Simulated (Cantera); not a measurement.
## Si + Cl₂ + H₂ + HCl (chlorosilane synthesis and conversion)

Charge: 1 mol Si, 0.54 mol Cl₂, 9.3 mol H₂, 1.4 mol HCl, equilibrated at 75.0 Torr.

Equilibrium computed with Cantera from the NASA thermochemical tables; the gas is ideal and each condensed phase is pure. Candidate condensed phases: Si; 19 gas species. The tables' values for SiCl₃ are old estimates; treat these amounts as uncertain. Equilibrium is a limit: real reactors are often held back by kinetics, nucleation or transport.

```json
[
 {"T (K)": "800", "x H₂": "0.935", "x HCl": "0.00201", "x SiCl₄": "0.0439", "x SiHCl₃": "0.0185", "n Si(s)": "0.333"},
 {"T (K)": "850", "x H₂": "0.934", "x HCl": "0.00376", "x SiCl₄": "0.0437", "x SiHCl₃": "0.0180", "n Si(s)": "0.338"},
 {"T (K)": "900", "x H₂": "0.932", "x HCl": "0.00655", "x SiCl₄": "0.0433", "x SiHCl₃": "0.0175", "n Si(s)": "0.346"},
 {"T (K)": "950", "x H₂": "0.929", "x HCl": "0.0107", "x SiCl₄": "0.0424", "x SiHCl₃": "0.0169", "n Si(s)": "0.358"},
 {"T (K)": "1000", "x H₂": "0.924", "x HCl": "0.0165", "x SiCl₄": "0.0409", "x SiHCl₃": "0.0161", "n Si(s)": "0.372"},
 {"T (K)": "1050", "x H₂": "0.918", "x HCl": "0.0243", "x SiCl₄": "0.0386", "x SiHCl₃": "0.0151", "n Si(s)": "0.390"},
 {"T (K)": "1100", "x H₂": "0.911", "x HCl": "0.0342", "x SiCl₄": "0.0354", "x SiHCl₃": "0.0139", "n Si(s)": "0.410"},
 {"T (K)": "1150", "x H₂": "0.901", "x HCl": "0.0459", "x SiCl₄": "0.0312", "x SiHCl₃": "0.0124", "n Si(s)": "0.429"}
]
```
x: gas mole fraction; n: condensed amount in mol.

From 800 K to 1150 K the condensed part is Si(s). The main Si-bearing gas is SiCl₄ throughout. The share of Si in condensed phases is highest at 1150 K (42.9 %) and lowest at 800 K (33.3 %).
